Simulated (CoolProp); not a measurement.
A single-stage vapour-compression cycle with R1233zd(E): evaporating at 302.15 K (dew point), condensing at 356.15 K (bubble point), superheat 2 K, subcooling 5 K, compressor efficiency 0.9, no pressure losses. Each further row changes one setting.

Computed with CoolProp (reference Helmholtz-energy equation of state, Akasaka 2022).

```tsv
case	cooling COP	pressure ratio	discharge temperature (K)	refrigerating effect (kJ/kg)	volumetric capacity (kJ/m³)
as stated	4.02	4.72	356.2	129	1060
evaporating temperature 307.15 K	4.61	(withheld)	356.2	132	1270
condensing temperature 351.15 K	4.58	4.18	351.1	136	1110
subcooling 10 K	(withheld)	4.72	356.2	136	1110
superheat 12 K	4.09	4.72	(withheld)	137	(withheld)
compressor efficiency 0.8	3.57	4.72	(withheld)	129	1060
```

### Question
Some entries are withheld; supply them.

### Answer

- evaporating temperature 307.15 K, pressure ratio: 3.98
- subcooling 10 K, cooling COP: 4.22
- superheat 12 K, discharge temperature (K): 364.2
- superheat 12 K, volumetric capacity (kJ/m³): 1080
- compressor efficiency 0.8, discharge temperature (K): 358.4

The compression ends wet for: as stated; evaporating temperature 307.15 K; condensing temperature 351.15 K; subcooling 10 K.
